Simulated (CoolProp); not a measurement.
Vapour-liquid equilibrium of CH2F2 (R32) (1) + R143a (2) at -35.75 °C; x and y are mole fractions of (1).

The numbers come from the multi-fluid Helmholtz-energy mixture model, Tillner-Roth 1997 and Lemmon and Jacobsen 2000; pair parameters Bell 2016 in CoolProp.

```
x     bubble pressure (bar)  y at the bubble point  dew pressure at overall composition x (bar)  liquid density (mol/L)
----  ---------------------  ---------------------  -------------------------------------------  ----------------------
0.05                  1.759                  0.081                                        1.734                   13.78
0.15                  1.872                  0.219                                        1.815                   14.38
0.25                  1.965                  0.333                                        1.897                   15.02
0.35                  2.040                  0.431                                        1.978                   15.73
0.45                  2.099                  0.518                                        2.054                   16.51
0.55                  2.143                  0.599                                        2.118                   17.36
0.65                  2.173                  0.677                                        2.165                   18.29
0.75                  2.188                  0.757                                        2.188                   19.33
0.85                  2.187                  0.843                                        2.186                   20.48
0.95                  2.164                  0.942                                        2.162                   21.75
```

y crosses x between x = 0.75 and 0.85: the model has an azeotrope there.

The pair parameters rest on a limited set of measurements; away from them the model extrapolates.
